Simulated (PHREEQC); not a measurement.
Metal-bearing waste water: speciation

Consider water at 30 °C with 0.084 mol/kgw ZnSO4, 0.01 mol/kgw ZnCl2, 0.0016 mol/kgw KHSO4 and 0.0098 mol/kgw Na2SO4. Closed to the air; pH follows from the charge balance.

All values are PHREEQC results (ion-association model, phreeqc.dat), not measurements.

| Quantity | Value |
|---|---|
| pH | 3.25 |
| ionic strength | 0.215 mol/kgw |
| density | 1.012 g/cm³ |
| total alkalinity | -1.60 meq/kg |

```json
[
 {"species": "Zn+2", "molality": "0.0482", "activity": "0.0139", "log γ": "-0.541"},
 {"species": "SO4-2", "molality": "0.0383", "activity": "0.0108", "log γ": "-0.550"},
 {"species": "ZnSO4", "molality": "0.0347", "activity": "0.0365", "log γ": "0.021"},
 {"species": "Cl-", "molality": "0.0191", "activity": "0.0135", "log γ": "-0.150"},
 {"species": "Na+", "molality": "0.0186", "activity": "0.0138", "log γ": "-0.129"},
 {"species": "Zn(SO4)2-2", "molality": "0.0102", "activity": "0.00308", "log γ": "-0.519"},
 {"species": "K+", "molality": "0.00148", "activity": "0.00104", "log γ": "-0.152"},
 {"species": "NaSO4-", "molality": "0.00104", "activity": "0.000769", "log γ": "-0.131"},
 {"species": "HSO4-", "molality": "0.000891", "activity": "0.000660", "log γ": "-0.130"},
 {"species": "ZnCl+", "molality": "0.000882", "activity": "0.000628", "log γ": "-0.148"},
 {"species": "H+", "molality": "0.000709", "activity": "0.000563", "log γ": "-0.100"},
 {"species": "KSO4-", "molality": "0.000117", "activity": "8.64e-5", "log γ": "-0.131"}
]
```

No solid was allowed to form.
